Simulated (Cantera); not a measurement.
A closed system holds: 1 mol Si, 6.1 mol H₂, equilibrated at 625 K and 16.0 bar.

Cantera equilibrium calculation (NASA polynomials, part measured and part estimated; ideal gas, pure solids and liquids). Candidate condensed phases: Si; 9 gas species. The numbers say what is thermodynamically allowed, not how fast it happens.

What is the equilibrium state?


| Quantity | Result |
|---|---|
| x(H₂) | 1.000 |
| x(SiH₄) | 1.14e-6 |
| n(Si(s)) | 1.000 mol |
| gas amount | 6.100 mol |
